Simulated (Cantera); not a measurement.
## V + NH3 (tantalum, niobium, vanadium and zirconium in process gases)

Feed: 1 mol V, 13 mol NH3, held at 0.0100 bar.

These are equilibrium values from Cantera (NASA tables, ideal gas, pure condensed phases), not measurements of a reactor. Candidate condensed phases: V, VN; 11 gas species. VN: taken at fixed stoichiometry. Condensed phases not in the tables: V2N, N, O or C dissolved in the metal. Rates play no part.

```csv
T (°C),x H2,x H,x N2,x V,x NH3,x N,n VN(s),n V(s),n V(l)
477,0.765,2.77e-12,0.235,<1e-12,1.66e-5,<1e-12,1.00,0,0
627,0.765,1.02e-9,0.235,<1e-12,3.93e-6,<1e-12,1.00,0,0
777,0.765,7.09e-8,0.235,<1e-12,1.38e-6,<1e-12,1.00,0,0
927,0.765,1.73e-6,0.235,<1e-12,6.20e-7,<1e-12,1.00,0,0
1077,0.765,2.08e-5,0.235,<1e-12,3.32e-7,<1e-12,1.00,0,0
1227,0.765,0.000154,0.235,1.24e-10,2.01e-7,<1e-12,1.00,0,0
1377,0.764,0.000794,0.235,2.34e-8,1.33e-7,9.66e-12,1.000,0,0
1527,0.762,0.00313,0.235,1.81e-6,9.41e-8,1.77e-10,1.000,0,0
1677,0.756,0.00997,0.234,7.06e-5,6.96e-8,2.08e-9,0.998,0,0
1827,0.726,0.0265,0.246,0.000971,5.26e-8,1.77e-8,0,0.974,0
1977,0.691,0.0617,0.241,0.00634,3.92e-8,1.10e-7,0,0,0.829
2127,0.617,0.125,0.227,0.0309,2.67e-8,5.30e-7,0,0,0.114
2277,0.527,0.226,0.213,0.0328,1.75e-8,2.13e-6,0,0,0
2427,0.409,0.363,0.197,0.0303,9.98e-9,7.22e-6,0,0,0
```
x: gas mole fraction; n: condensed amount in mol.

From 477 °C to 1677 °C the condensed part is VN(s). At 1827 °C the condensed part is V(s). From 1977 °C to 2127 °C the condensed part is V(l). From 2277 °C to 2427 °C nothing is condensed.
